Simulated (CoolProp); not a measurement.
Properties of acetone along the isotherm 550 K.

Model: reference Helmholtz-energy equation of state, Lemmon 2006, in CoolProp. It is a short technical equation, of lower accuracy than the large ones.

```csv
p (bar),phase,cp (kJ/(kg K)),speed of sound (m/s),Joule-Thomson coefficient (K/MPa),isothermal compressibility (1/MPa),fugacity coefficient
0.0742,gas,1.992,291.2,8.804,134.8,0.9995
0.12,gas,1.992,291.1,8.806,83.40,0.9992
0.194,gas,1.993,291.0,8.808,51.61,0.9988
0.313,gas,1.994,290.8,8.812,32.01,0.9980
0.505,gas,1.995,290.5,8.819,19.87,0.9968
0.817,gas,1.998,290.0,8.829,12.30,0.9948
1.32,gas,2.002,289.2,8.846,7.640,0.9916
2.13,gas,2.009,288.0,8.874,4.760,0.9865
3.44,gas,2.020,285.9,8.919,2.973,0.9782
5.56,gas,2.039,282.6,8.994,1.866,0.9650
8.99,gas,2.073,277.2,9.117,1.183,0.9438
14.5,gas,2.134,268.3,9.323,0.7650,0.9104
23.5,gas,2.261,253.3,9.676,0.5108,0.8574
```
